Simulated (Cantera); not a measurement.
An isothermal, constant-pressure homogeneous reactor starts with 9.90 % C3H8, 90.1 % H2, at 1175 K and 10.00 Torr.

Detailed kinetics in Cantera: GRI-Mech 3.0 (53 species, 325 reactions). GRI-Mech 3.0 was tuned for natural gas; its chemistry of propane as a main component is partial and can be far from experiment. GRI-Mech 3.0 stops at C3 and has no aromatics, soot or wall deposition, so with more carbon than oxygen in the feed, carbon stays in small species such as C2H2 where larger ones or solid carbon would form. Radical loss at walls, strong at low pressure, is not modelled.

x: mole fraction; the columns are a selection and need not sum to one.

```tsv
t (s)	x C3H8	x H2	x C2H	x CH3	x C2H4
8.00e-6	0.0990	0.901	<1e-12	[?]	8.68e-9
2.47e-5	0.0990	0.901	<1e-12	[?]	1.15e-7
7.63e-5	0.0990	0.901	<1e-12	[?]	1.64e-6
0.000235	0.0990	0.901	<1e-12	[?]	1.83e-5
0.000727	0.0988	0.901	<1e-12	[?]	0.000168
0.00224	0.0974	0.900	<1e-12	[?]	0.00143
0.00693	0.0874	0.892	<1e-12	[?]	0.0103
0.0214	0.0531	0.864	1.72e-12	[?]	0.0412
0.0660	0.00945	0.828	1.67e-11	[?]	0.0793
0.204	0.000518	0.821	1.57e-11	[?]	0.0841
0.629	2.95e-5	0.821	7.74e-12	[?]	0.0815
1.94	6.04e-7	0.822	6.16e-12	[?]	0.0779
6.00	1.18e-7	0.823	9.44e-12	[?]	0.0697
```

Problem. Complete the blanks.

Solution. 
- 8.00e-6, x CH3: 5.95e-7
- 2.47e-5, x CH3: 1.82e-6
- 7.63e-5, x CH3: 5.90e-6
- 0.000235, x CH3: 2.19e-5
- 0.000727, x CH3: 8.48e-5
- 0.00224, x CH3: 0.000278
- 0.00693, x CH3: 0.000580
- 0.0214, x CH3: 0.000525
- 0.0660, x CH3: 0.000199
- 0.204, x CH3: 3.99e-5
- 0.629, x CH3: 1.20e-5
- 1.94, x CH3: 6.58e-6
- 6.00, x CH3: 6.01e-6
